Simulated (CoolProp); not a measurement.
Vapour-liquid equilibrium of toluene (1) + p-xylene (2) at 132.55 °C; x and y are mole fractions of (1).

The numbers come from the multi-fluid Helmholtz-energy mixture model, Lemmon 2006 and Zhou 2012; pair parameters Bell 2016 in CoolProp.

Question: Give the bubble pressure and the first vapour's composition at x = 0.2, 0.5, 0.65. Is there an azeotrope?

Answer: x = 0.2: 0.1057 MPa, y = 0.338; x = 0.5: 0.1346 MPa, y = 0.670; x = 0.65: 0.1489 MPa, y = 0.789. No azeotrope shows between x = 0.05 and 0.95.

Pair parameters are fitted to limited data, so mixtures are less certain than the pure fluids.
